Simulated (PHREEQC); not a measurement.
0.043 g of hydrous ferric oxide (600 m²/g; 0.2 weak and 0.005 strong sites per Fe, Dzombak-Morel constants, diffuse double layer) in 1 kg of water with 0.001 mol/kgw of an inert sodium salt and 1.6e-07 mol/kgw SrCl2, at 25 °C; the pH is set by adding NaOH or the inert anion's acid. O2 is buffered at 0.21 atm. CO2 from the air is kept out. No solid was allowed to form.

Model: ion-association model, wateq4f.dat, run in PHREEQC.

```tsv
pH	Sr sorbed (%)	surface charge σ (C/m²)	surface potential ψ (mV)
3	0.0	0.252	234
3.38	0.0	0.191	228
3.75	0.0	0.143	218
4.12	0.0	0.107	206
4.5	0.0	0.078	191
4.88	0.0	0.056	175
5.25	0.0	0.040	157
5.62	0.0	0.028	139
6	0.0	0.019	119
6.38	0.0	0.012	99
6.75	0.0	0.008	78
7.12	0.2	0.005	57
7.5	1.1	0.003	35
7.88	5.6	0.001	13
8.25	23.5	-0.001	-8
8.62	61.1	-0.002	-29
9	89.3	-0.004	-51
```

Complexes and solids missing from the database can't appear. The oxide is taken as insoluble; below pH 4 it would dissolve.
